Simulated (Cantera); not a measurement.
Input: 1 mol MgO, 0.92 mol C, 0.049 mol CO, equilibrated at 0.0133 bar.

Equilibrium computed with Cantera from the NASA thermochemical tables; the gas is ideal and each condensed phase is pure. Candidate condensed phases: C, Mg, MgCO₃, MgO; 15 gas species. Kinetics and transport are ignored.

x: gas mole fraction; n: condensed amount in mol.

| T (K) | x CO | x Mg | x CO₂ | x MgO | x O | x O₂ | n C(graphite) | n MgO(s) |
|---|---|---|---|---|---|---|---|---|
| 1548 | 0.984 | 0.0156 | 5.69e-6 | 1.54e-11 | <1e-12 | <1e-12 | 0.919 | 0.999 |
| 1698 | 0.513 | 0.487 | 2.12e-6 | 1.40e-9 | <1e-12 | <1e-12 | 0 | 0.0800 |
| 1848 | 0.513 | 0.487 | ? | ? | ? | <1e-12 | 0 | 0.0799 |
| 1998 | 0.513 | 0.487 | 0.000255 | 1.49e-6 | 3.20e-8 | 3.14e-11 | 0 | 0.0795 |
| 2148 | 0.510 | 0.488 | 0.00167 | 2.32e-5 | 1.97e-6 | 1.39e-8 | 0 | 0.0768 |
| 2298 | 0.500 | 0.491 | ? | ? | ? | ? | 0 | ? |
| 2448 | 0.463 | 0.502 | 0.0312 | 0.00202 | 0.00157 | 0.000264 | 0 | 0.0107 |

Q: What belongs in the gaps?

A: 
- 2298, x CO₂: 0.00829
- 2298, x MgO: 0.000251
- 2298, x O: 7.01e-5
- 2298, x O₂: 2.72e-6
- 2298, n MgO(s): 0.0636
- 1848, x CO₂: 2.83e-5
- 1848, x MgO: 6.07e-8
- 1848, x O: 2.62e-10
